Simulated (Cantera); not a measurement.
An isothermal, constant-pressure homogeneous reactor starts with H2 : O2 : N2 = 0.78 : 1 : 4 (molar parts), equivalence ratio 0.39, at 900 K and 13300 Pa.

Detailed kinetics in Cantera: GRI-Mech 3.0 (53 species, 325 reactions). Radical loss at walls, strong at low pressure, is not modelled. Below about 950 K walls govern HO2 and H2O2 in real vessels. The temperature is held fixed by assumption; the heat of reaction is taken as removed at once.

x: mole fraction; the columns are a selection and need not sum to one.

```tsv
t (s)	x H2	x O2	x OH	x HO2	x H2O
2.00e-5	0.135	0.173	<1e-12	2.23e-12	<1e-12
5.44e-5	0.135	0.173	<1e-12	6.37e-12	1.09e-12
0.000148	0.135	0.173	<1e-12	2.02e-11	1.23e-11
0.000403	0.135	0.173	7.70e-12	1.05e-10	2.05e-10
0.00110	0.135	0.173	7.55e-10	?	2.55e-8
0.00299	0.123	0.168	0.000280	2.08e-5	0.00959
0.00813	0.00561	0.116	7.49e-5	2.16e-5	0.139
0.0221	0.00255	0.114	1.77e-5	?	0.142
0.0602	0.00141	0.114	5.09e-6	?	0.143
0.164	0.000881	0.114	1.57e-6	?	0.144
0.446	0.000532	0.113	8.28e-7	?	0.144
1.21	0.000232	0.113	5.33e-7	?	0.144
3.31	6.27e-5	0.113	2.79e-7	?	0.145
9.00	1.41e-5	0.113	9.97e-8	?	0.145
```

**Question.** Some entries are withheld; supply them.

**Answer.** 
- 0.00110, x HO2: 7.56e-9
- 0.0221, x HO2: 1.54e-5
- 0.0602, x HO2: 1.10e-5
- 0.164, x HO2: 7.84e-6
- 0.446, x HO2: 5.48e-6
- 1.21, x HO2: 3.09e-6
- 3.31, x HO2: 1.10e-6
- 9.00, x HO2: 2.83e-7
